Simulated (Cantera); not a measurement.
# Oxide etching and cleaning by halides: MgO + SiCl4 + O2

Charge: 1 mol MgO, 1.6 mol SiCl4, 0.24 mol O2, at 0.133 bar.

Cantera equilibrium calculation (NASA polynomials, part measured and part estimated; ideal gas, pure solids and liquids). Candidate condensed phases: Mg, MgCl2, MgO, MgSiO3, Mg2SiO4, Si, SiO2; 20 gas species. Mutual solubility and eutectic melting of coexisting phases are not modelled. The tables hold silica as quartz up to 1696 K and as liquid above; real silica turns to tridymite and cristobalite and melts near 1996 K. Condensed phases not in the tables: alloys, solid solutions and most ternary compounds. Rates play no part.

```csv
T (K),x SiCl4,x Cl2,x MgCl2,x Cl,x SiCl3,x ClO,n MgCl2(s),n SiO2(α-quartz),n SiO2(β-quartz),n MgCl2(l)
800,0.642,0.358,1.19e-6,1.53e-5,<1e-12,<1e-12,1.000,0.740,0,0
850,0.642,0.358,9.93e-6,4.58e-5,6.42e-12,<1e-12,1.000,0,0.740,0
900,0.642,0.358,6.46e-5,0.000121,5.35e-11,2.00e-12,1.000,0,0.740,0
950,0.641,0.358,0.000343,0.000290,3.56e-10,9.69e-12,1.000,0,0.740,0
1000,0.641,0.357,0.00143,0.000636,1.96e-9,4.01e-11,0,0,0.740,0.998
1050,0.639,0.356,0.00428,0.00129,9.12e-9,1.44e-10,0,0,0.740,0.994
1100,0.634,0.352,0.0115,0.00246,3.68e-8,4.60e-10,0,0,0.740,0.984
1150,0.622,0.345,0.0282,0.00441,1.31e-7,1.31e-9,0,0,0.740,0.961
1200,0.599,0.330,0.0637,0.00744,4.14e-7,3.32e-9,0,0,0.740,0.908
```
x: gas mole fraction; n: condensed amount in mol.

At 800 K the condensed part is MgCl2(s) + SiO2(α-quartz). From 850 K to 950 K the condensed part is MgCl2(s) + SiO2(β-quartz). From 1000 K to 1200 K the condensed part is MgCl2(l) + SiO2(β-quartz). The main Mg-bearing gas is MgCl2 throughout.
